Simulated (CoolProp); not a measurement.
Vapour-liquid equilibrium of R1234yf (1) + R1234ze(E) (2) at 0.543 MPa; x and y are mole fractions of (1).

Values from CoolProp's multi-fluid Helmholtz-energy mixture model, Lemmon 2022 and Thol 2016; pair parameters Bell 2022.

| x | bubble temperature (K) | y at the bubble point | dew temperature at overall composition x (K) | liquid density (mol/L) |
|---|---|---|---|---|
| 0.05 | 300.3 | 0.067 | 300.5 | 10.11 |
| 0.125 | 299.3 | 0.161 | 299.7 | 10.09 |
| 0.2 | 298.4 | 0.250 | 298.9 | 10.07 |
| 0.275 | 297.5 | 0.334 | 298.1 | 10.06 |
| 0.35 | 296.6 | 0.414 | 297.3 | 10.04 |
| 0.425 | 295.8 | 0.491 | 296.5 | 10.01 |
| 0.5 | 295.0 | 0.565 | 295.7 | 9.991 |
| 0.575 | 294.3 | 0.637 | 294.9 | 9.968 |
| 0.65 | 293.5 | 0.706 | 294.1 | 9.943 |
| 0.725 | 292.8 | 0.773 | 293.3 | 9.918 |
| 0.8 | 292.1 | 0.838 | 292.5 | 9.892 |
| 0.875 | 291.4 | 0.900 | 291.7 | 9.866 |
| 0.95 | 290.7 | 0.961 | 290.8 | 9.839 |

No azeotrope shows between x = 0.05 and 0.95.

The pair parameters rest on a limited set of measurements; away from them the model extrapolates.
